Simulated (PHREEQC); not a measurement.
0.12 g of hydrous ferric oxide (600 m²/g; 0.2 weak and 0.005 strong sites per Fe, Dzombak-Morel constants, diffuse double layer) in 1 kg of water with 0.001 mol/kgw of an inert sodium salt, at 25 °C; the pH is set by adding NaOH or the inert anion's acid. Oxygen alone is held at its pressure in air (log pO2 = -0.68). No CO2 enters from the air. No solid was allowed to form.

Base run: PHREEQC, ion-association model, wateq4f.dat. Each further column changes one thing. The table gives surface charge σ (C/m²).

```tsv
pH	base	background salt from 0.001 to 0.0001 mol/kgw	oxide from 0.12 to 0.6 g/kgw	0.00021 mol/kgw CaCl2 added
3	0.254	?	0.262	0.267
3.67	0.153	0.104	0.161	?
4.33	0.090	?	0.094	0.106
5	0.051	0.020	0.052	0.061
5.67	0.026	0.009	0.027	0.033
6.33	0.013	0.004	0.013	0.016
7.67	0.002	0.001	0.002	0.003
8.33	-0.001	0.000	-0.001	0.000
9	-0.004	-0.001	-0.004	-0.002
9.67	-0.010	-0.004	-0.011	-0.003
10.33	-0.023	-0.013	-0.023	-0.003
11	-0.054	-0.043	-0.055	-0.004
```

**Question.** Some entries are withheld; supply them.

**Answer.** 
- 3, background salt from 0.001 to 0.0001 mol/kgw: 0.225
- 3.67, 0.00021 mol/kgw CaCl2 added: 0.172
- 4.33, background salt from 0.001 to 0.0001 mol/kgw: 0.045

The oxide is taken as insoluble; below pH 4 it would dissolve.
